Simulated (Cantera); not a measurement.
An adiabatic, constant-pressure homogeneous reactor starts with CH4 : O2 : N2 = 1 : 1.82 : 6.84 (molar parts), equivalence ratio 1.1, at 1450 K and 0.405 atm. Integrator tolerance rtol = 1e-08.

Model: GRI-Mech 3.0 (53 species, 325 reactions), integrated in Cantera.

Problem. What does this change do: pressure from 0.405 atm to 0.839 atm?

Solution. 
```json
[
 {"quantity": "time of steepest temperature rise", "before": "4.02 ms", "after": "2.34 ms"},
 {"quantity": "temperature at 3.00 s", "before": "2669 K", "after": "2722 K"},
 {"quantity": "equilibrium temperature", "before": "2669 K", "after": "2722 K"},
 {"quantity": "x(CH4) at 3.00 s", "before": "<1e-12 (gas-phase equilibrium <1e-12)", "after": "<1e-12 (gas-phase equilibrium <1e-12)"},
 {"quantity": "x(O2) at 3.00 s", "before": "0.0137 (gas-phase equilibrium 0.0137)", "after": "0.0122 (gas-phase equilibrium 0.0122)"},
 {"quantity": "x(CO) at 3.00 s", "before": "0.0521 (gas-phase equilibrium 0.0521)", "after": "0.0506 (gas-phase equilibrium 0.0506)"},
 {"quantity": "x(CH2CO) at 3.00 s", "before": "<1e-12 (gas-phase equilibrium <1e-12)", "after": "<1e-12 (gas-phase equilibrium <1e-12)"},
 {"quantity": "x(C2H2) at 3.00 s", "before": "<1e-12 (gas-phase equilibrium <1e-12)", "after": "<1e-12 (gas-phase equilibrium <1e-12)"}
]
```
